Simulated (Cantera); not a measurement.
Source: NASA polynomial tables (part measured, part estimated), evaluated in Cantera. Values are per mole of reaction as written; species without (g) are pure solids or liquids, kept so even where they would boil at 1 bar. TaC: taken at fixed stoichiometry.

TaO2(g) + 3 C = TaC + 2 CO(g), with ΔH° = -164.3 kJ and ΔS° = 140.4 J/K at 300 K.

Problem. How far is the shortcut ΔG° ≈ ΔH°(300 K) − T·ΔS°(300 K) from the full temperature-dependent value at 823, 973, 1123, 1273, 1423, 1573, 1723, 1873, 2023, 2173, 2323 K?

Solution. 
| T (K) | shortcut (kJ) | full (kJ) | difference (kJ) | difference in log10 K |
|---|---|---|---|---|
| 823 | -279.8 | -284.3 | 4.5 | -0.29 |
| 973 | -300.9 | -307.0 | 6.1 | -0.33 |
| 1123 | -321.9 | -329.6 | 7.7 | -0.36 |
| 1273 | -343.0 | -352.1 | 9.1 | -0.37 |
| 1423 | -364.0 | -374.5 | 10.5 | -0.39 |
| 1573 | -385.1 | -397.0 | 11.9 | -0.39 |
| 1723 | -406.1 | -419.3 | 13.2 | -0.40 |
| 1873 | -427.2 | -441.7 | 14.5 | -0.40 |
| 2023 | -448.3 | -464.0 | 15.7 | -0.41 |
| 2173 | -469.3 | -486.3 | 16.9 | -0.41 |
| 2323 | -490.4 | -508.5 | 18.2 | -0.41 |
The shortcut ignores the heat-capacity change of the reaction.
